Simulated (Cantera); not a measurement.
## Hydrocarbon pyrolysis for carbon deposition

An isothermal, constant-pressure homogeneous reactor starts with CH₄ : N₂ = 0.21 : 12 (molar parts), at 1875 K and 0.0118 atm.

Computed with Cantera and GRI-Mech 3.0 (53 species, 325 reactions). GRI-Mech 3.0 stops at C3 and has no aromatics, soot or wall deposition, so with more carbon than oxygen in the feed, carbon stays in small species such as C2H2 where larger ones or solid carbon would form. Radical loss at walls, strong at low pressure, is not modelled.

```json
[
 {"t (s)": "0.000300", "x CH₄": "0.0172", "x HCN": "<1e-12", "x H₂": "4.84e-6", "x H": "2.37e-6", "x C₂H": "<1e-12", "x CH₂": "8.85e-10"},
 {"t (s)": "0.000711", "x CH₄": "0.0172", "x HCN": "2.73e-12", "x H₂": "1.46e-5", "x H": "2.52e-6", "x C₂H": "<1e-12", "x CH₂": "5.84e-9"},
 {"t (s)": "0.00169", "x CH₄": "0.0171", "x HCN": "2.25e-11", "x H₂": "3.83e-5", "x H": "2.59e-6", "x C₂H": "<1e-12", "x CH₂": "2.94e-8"},
 {"t (s)": "0.00400", "x CH₄": "0.0170", "x HCN": "2.33e-10", "x H₂": "9.89e-5", "x H": "3.01e-6", "x C₂H": "1.13e-11", "x CH₂": "1.32e-7"},
 {"t (s)": "0.00949", "x CH₄": "0.0167", "x HCN": "2.99e-9", "x H₂": "0.000307", "x H": "5.54e-6", "x C₂H": "8.24e-10", "x CH₂": "5.64e-7"},
 {"t (s)": "0.0225", "x CH₄": "0.0152", "x HCN": "6.80e-8", "x H₂": "0.00164", "x H": "2.03e-5", "x C₂H": "2.55e-8", "x CH₂": "2.11e-6"},
 {"t (s)": "0.0533", "x CH₄": "0.00961", "x HCN": "1.61e-6", "x H₂": "0.00939", "x H": "8.01e-5", "x C₂H": "2.51e-7", "x CH₂": "4.29e-6"},
 {"t (s)": "0.126", "x CH₄": "0.00354", "x HCN": "9.82e-6", "x H₂": "0.0195", "x H": "0.000152", "x C₂H": "5.87e-7", "x CH₂": "3.20e-6"},
 {"t (s)": "0.300", "x CH₄": "0.000922", "x HCN": "2.76e-5", "x H₂": "0.0237", "x H": "0.000231", "x C₂H": "9.13e-7", "x CH₂": "1.77e-6"},
 {"t (s)": "0.711", "x CH₄": "0.000176", "x HCN": "5.75e-5", "x H₂": "0.0249", "x H": "0.000335", "x C₂H": "1.33e-6", "x CH₂": "7.23e-7"},
 {"t (s)": "1.69", "x CH₄": "2.77e-5", "x HCN": "9.27e-5", "x H₂": "0.0251", "x H": "0.000440", "x C₂H": "1.74e-6", "x CH₂": "1.99e-7"},
 {"t (s)": "4.00", "x CH₄": "1.94e-6", "x HCN": "0.000114", "x H₂": "0.0251", "x H": "0.000554", "x C₂H": "2.20e-6", "x CH₂": "2.23e-8"}
]
```
x: mole fraction; the columns are a selection and need not sum to one.

Equilibrium at this temperature and pressure: CH₄ 3.96e-8, HCN 0.0157, H₂ 0.0249, H 0.000951, C₂H 2.80e-7, CH₂ 1.38e-9 (gas phase only).
